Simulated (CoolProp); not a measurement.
R115 at several states: Z from the reference equation and from simpler models built on Tc = 353.1 K, pc = 3129 kPa, ω = 0.248; each cubic takes its own stable root.

The numbers come from the reference Helmholtz-energy equation of state, Lemmon 2016 in CoolProp.

| T (K) | p (kPa) | phase | reference | van der Waals | Redlich-Kwong | Soave-Redlich-Kwong | Peng-Robinson |
|---|---|---|---|---|---|---|---|
| 281.9 | 30 | gas | 0.9935 | 0.9951 | 0.9938 | 0.9933 | 0.9929 |
| 244.7 | 4610 | liquid | 0.2291 | 0.3540 | 0.2478 | 0.2403 | 0.2129 |
| 246.3 | 359 | liquid | 0.01801 | 0.9142 | 0.01981 | 0.01906 | 0.01683 |
| 468.5 | 551 | gas | 0.9785 | 0.9740 | 0.9743 | 0.9793 | 0.9745 |

At some of these states van der Waals gives the other phase, because its saturation line lies elsewhere.
